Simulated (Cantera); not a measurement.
Mixture: CH4 : O2 : N2 : CO2 = 1 : 2.63 : 9.89 : 0.93 (molar parts), equivalence ratio 0.76, at 10.0 bar, adiabatic and at constant pressure. Ignition delay is the time to a rise of 400 K.

Model: GRI-Mech 3.0 (53 species, 325 reactions), integrated in Cantera.

Problem. What does this change do: pressure from 10.0 bar to 4.80 bar?

Solution. 
```
quantity                                                before       after
--------------------------------------------------  ----------  ----------
delay at 1050 K                                        35.5 ms     80.6 ms
delay at 1100 K                                        16.8 ms     38.4 ms
delay at 1150 K                                        8.53 ms     19.2 ms
delay at 1200 K                                        4.53 ms     9.94 ms
delay at 1250 K                                        2.50 ms     5.32 ms
delay at 1300 K                                        1.42 ms     2.92 ms
delay at 1350 K                                       0.827 ms     1.65 ms
apparent activation energy between 1250 and 1350 K  160 kJ/mol  160 kJ/mol
```

Problem. What does this change do: pressure from 10.0 bar to 11.0 bar?

Solution. 
```
quantity                                                before       after
--------------------------------------------------  ----------  ----------
delay at 1050 K                                        35.5 ms     32.0 ms
delay at 1100 K                                        16.8 ms     15.2 ms
delay at 1150 K                                        8.53 ms     7.67 ms
delay at 1200 K                                        4.53 ms     4.08 ms
delay at 1250 K                                        2.50 ms     2.26 ms
delay at 1300 K                                        1.42 ms     1.29 ms
delay at 1350 K                                       0.827 ms    0.753 ms
apparent activation energy between 1250 and 1350 K  160 kJ/mol  150 kJ/mol
```
